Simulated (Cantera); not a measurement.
An isothermal, constant-pressure homogeneous reactor starts with H2 : O2 : N2 = 0.34 : 1 : 5.5 (molar parts), equivalence ratio 0.17, at 1223 K and 82.5 Torr.

Cantera simulation using GRI-Mech 3.0 (53 species, 325 reactions); the numbers are that mechanism's predictions, not measurements. The temperature is held fixed by assumption; the heat of reaction is taken as removed at once.

One state of this run: x H2 = 0.000787; x O2 = 0.123; x NO2 = 4.68e-10; x HO2 = 5.51e-6; x OH = 0.00126. x: mole fraction; the columns are a selection and need not sum to one.

**Question.** Which value of t (s) does it belong to?
A. 0.00106
B. 0.00399
C. 0.212
D. 7.52e-5

**Answer.** B, 0.00399
